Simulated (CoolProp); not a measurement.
Model: reference Helmholtz-energy equation of state, de Reuck 1990, in CoolProp.

Question: For fluorine, give the phase and the Z, cp (kJ/(kg K)), cv (kJ/(kg K)), Joule-Thomson coefficient (K/MPa) at 113.3 K and 6.77 MPa; 196.3 K and 6.77 MPa; 217 K and 6.77 MPa.

Answer: 
- 113.3 K and 6.77 MPa: liquid; Z 0.208, cp 1.61, cv 0.749, Joule-Thomson coefficient -0.125
- 196.3 K and 6.77 MPa: supercritical; Z 0.837, cp 1.12, cv 0.624, Joule-Thomson coefficient 3.76
- 217 K and 6.77 MPa: supercritical; Z 0.892, cp 1.01, cv 0.610, Joule-Thomson coefficient 3.08
